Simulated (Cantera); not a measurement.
What does this Cantera script print?

```python
import numpy as np
import cantera as ct

gas = ct.Solution("gri30.yaml")
gas.TPX = 1550, 1333, {'CH4': 1, 'N2': 10}
inlet = ct.Reservoir(gas, clone=True)

reactor = ct.IdealGasConstPressureReactor(gas, energy="off", clone=False)
exhaust = ct.Reservoir(gas, clone=True)
tau = [0.97, 0.44, 0.2, 0.092, 0.042, 0.019, 0.0086, 0.0039][0]
for a, b in ((inlet, reactor), (reactor, exhaust)):
    ct.MassFlowController(a, b, mdot=lambda t: reactor.mass / tau)
net = ct.ReactorNet([reactor])
show = ['CH4', 'H', 'CH3', 'C2H', 'HCN']

rows = []
print(f"{'tau/s':>10s}{'T/K':>9s}" + "".join(f"{s:>11s}" for s in show))
for tau in [0.97, 0.44, 0.2, 0.092, 0.042, 0.019, 0.0086, 0.0039]:
    net.initial_time = 0.0
    net.advance(30 * tau)
    before = gas.X
    net.advance(40 * tau)
    drift = np.max(np.abs(gas.X - before) / (gas.X + 1e-9))
    rows.append([gas.T, *gas[show].X, drift])
    print(f"{tau:10.3e}{gas.T:9.1f}" + "".join(f"{x:11.3e}" for x in gas[show].X))
```

It prints:

```
     tau/s      T/K        CH4          H        CH3        C2H        HCN
 9.700e-01   1550.0  6.794e-02  1.122e-05  4.667e-04  8.440e-09  2.379e-08
 4.400e-01   1550.0  7.980e-02  4.980e-06  4.787e-04  3.088e-09  4.318e-09
 2.000e-01   1550.0  8.771e-02  1.256e-06  3.686e-04  4.900e-10  2.820e-10
 9.200e-02   1550.0  9.030e-02  2.490e-07  2.038e-04  4.222e-11  1.024e-11
 4.200e-02   1550.0  9.077e-02  8.186e-08  9.747e-05  3.295e-12  8.025e-13
 1.900e-02   1550.0  9.086e-02  5.142e-08  4.476e-05  1.760e-13  1.186e-13
 8.600e-03   1550.0  9.089e-02  4.527e-08  2.035e-05  5.172e-15  1.871e-14
 3.900e-03   1550.0  9.090e-02  4.382e-08  9.226e-06  1.094e-16  2.874e-15
```

Cantera simulation using GRI-Mech 3.0 (53 species, 325 reactions); the numbers are that mechanism's predictions, not measurements. GRI-Mech 3.0 stops at C3 and has no aromatics, soot or wall deposition, so with more carbon than oxygen in the feed, carbon stays in small species such as C2H2 where larger ones or solid carbon would form. Radical loss at walls, strong at low pressure, is not modelled.
